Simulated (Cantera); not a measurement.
Input: 1 mol SiH2Cl2, 13 mol N2, at 13.3 mbar.

Method: chemical equilibrium by Gibbs-energy minimisation in Cantera with the NASA 1993 tables (ideal gas, pure condensed phases). Candidate condensed phases: NH4Cl, Si, Si3N4; 28 gas species. N2 is the only nitrogen source here; it is nearly inert below about 1500 K, so the nitride shown seldom forms there in practice. The tables' values for SiCl3 are old estimates; treat these amounts as uncertain. The numbers say what is thermodynamically allowed, not how fast it happens.

x: gas mole fraction; n: condensed amount in mol.

```csv
T (°C),x N2,x HCl,x H2,x SiCl2,x SiCl4,x SiCl3,x Cl,n Si3N4(s)
827,0.871,0.0972,0.0214,1.71e-5,0.0106,0.000114,1.33e-7,0.282
877,0.870,0.0984,0.0208,6.34e-5,0.0102,0.000243,3.88e-7,0.283
927,0.870,0.0994,0.0203,___,0.00965,0.000480,___,0.284
977,0.870,0.0999,0.0199,0.000619,0.00897,0.000881,2.53e-6,0.283
1027,0.869,0.0998,0.0199,0.00164,0.00798,0.00148,5.72e-6,0.280
1077,0.868,0.0986,0.0204,0.00384,0.00653,0.00224,1.19e-5,0.273
1127,0.867,0.0957,0.0216,0.00783,0.00465,0.00293,2.26e-5,0.259
1177,0.866,0.0903,___,___,___,0.00319,___,___
1227,0.865,0.0825,0.0275,0.0204,0.00133,0.00292,6.12e-5,0.214
1277,0.865,0.0732,0.0318,0.0271,0.000565,0.00235,8.93e-5,0.187
```

### Question
Some entries are withheld; supply them.

### Answer

- 1177, x H2: 0.0240
- 1177, x SiCl2: 0.0136
- 1177, x SiCl4: 0.00273
- 1177, x Cl: 3.89e-5
- 1177, n Si3N4(s): 0.239
- 927, x SiCl2: 0.000209
- 927, x Cl: 1.03e-6
